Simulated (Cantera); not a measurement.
Boron, boron nitride and boron oxide: BCl3 + H2O + N2

Charge: 1 mol BCl3, 14 mol H2O, 0.25 mol N2, equilibrated at 1.70 mbar.

Method: chemical equilibrium by Gibbs-energy minimisation in Cantera with the NASA 1993 tables (ideal gas, pure condensed phases). Candidate condensed phases: B, BN, B2O3, B3O3H3, H2O, NH4Cl; 49 gas species. The tables' values for BOCl are old estimates; treat these amounts as uncertain. Gases not in the tables: H3BO3. The numbers say what is thermodynamically allowed, not how fast it happens.

```csv
T (K),log p H2O,log p HCl,log p HBO2,log p H2,log p Cl,log p N2,log p O2,log p OH
1323,-2.90,-3.50,-3.98,-6.29,-6.24,-4.58,-7.00,-7.40
1373,-2.90,-3.50,-3.98,-6.06,-6.03,-4.58,-6.74,-7.10
1423,-2.90,-3.51,-3.98,-5.85,-5.85,-4.58,-6.50,-6.82
1473,-2.90,-3.51,-3.98,-5.64,-5.67,-4.58,-6.28,-6.56
1523,-2.90,-3.51,-3.98,-5.46,-5.51,-4.58,-6.07,-6.32
1573,-2.90,-3.51,-3.99,-5.28,-5.36,-4.58,-5.88,-6.10
1623,-2.90,-3.51,-3.99,-5.12,-5.22,-4.58,-5.70,-5.89
1673,-2.91,-3.52,-3.99,-4.96,-5.09,-4.59,-5.54,-5.69
1723,-2.91,-3.52,-3.99,-4.81,-4.97,-4.59,-5.38,-5.50
1773,-2.91,-3.53,-3.99,-4.68,-4.85,-4.59,-5.23,-5.33
1823,-2.92,-3.54,-4.00,-4.55,-4.74,-4.59,-5.09,-5.16
1873,-2.92,-3.54,-4.00,-4.42,-4.64,-4.59,-4.96,-5.01
1923,-2.93,-3.56,-4.00,-4.31,-4.55,-4.60,-4.84,-4.86
1973,-2.94,-3.57,-4.01,-4.20,-4.46,-4.60,-4.72,-4.73
```
log p: log10 of the partial pressure in bar; nothing condenses.

From 1323 K to 1973 K nothing is condensed.
